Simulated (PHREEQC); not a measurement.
# Acid mine or pickling water

A made-up water analysis in mg/kgw, 25 °C, pH 2.57, pe 12.6:

```csv
constituent,mg/kgw
Na,9.92
K,29.2
Ca,94.5
Mg,7.88
Cl,16.8
S(6) as SO4,557
Cu(2),1.29
```

Valence states are taken as typed.

Equilibrium calculation in PHREEQC: ion-association model, phreeqc.dat.

This is a speciation only: nothing precipitates in the calculation.

**Question.** What ionic strength does the model give?

**Answer.** ionic strength 0.0155 mol/kgw.

**Question.** In which forms is Na present?

**Answer.** Na+ 99 %, NaSO4- 1.3 % of the Na.

Complexes and solids missing from the database can't appear.
